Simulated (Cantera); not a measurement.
An isothermal, constant-pressure homogeneous reactor starts with 89.3 % NO, 10.7 % N2, at 1800 K and 0.0520 bar.

Computed with Cantera and GRI-Mech 3.0 (53 species, 325 reactions).

x: mole fraction; the columns are a selection and need not sum to one.

```csv
t (s),x NO,x O,x O2,x NO2,x N2,x N2O
4.00e-6,0.893,3.84e-8,1.86e-12,2.27e-11,0.107,3.84e-8
2.89e-5,0.893,2.77e-7,9.65e-11,…,0.107,2.77e-7
0.000209,0.893,1.95e-6,4.98e-9,…,0.107,2.00e-6
0.00151,0.893,1.22e-5,2.56e-7,…,0.107,1.42e-5
0.0110,0.893,4.65e-5,2.11e-5,…,0.107,8.92e-5
0.0792,0.891,7.08e-5,0.000641,…,0.108,0.000275
0.573,0.880,8.36e-5,0.00603,…,0.113,0.000287
4.15,0.804,0.000136,0.0440,…,0.151,0.000225
30.0,0.429,0.000266,0.232,…,0.339,5.56e-5
```

**Question.** Some entries are withheld; supply them.

**Answer.** 
- 2.89e-5, x NO2: 1.18e-9
- 0.000209, x NO2: 6.01e-8
- 0.00151, x NO2: 2.64e-6
- 0.0110, x NO2: 4.71e-5
- 0.0792, x NO2: 8.68e-5
- 0.573, x NO2: 0.000111
- 4.15, x NO2: 0.000207
- 30.0, x NO2: 0.000254
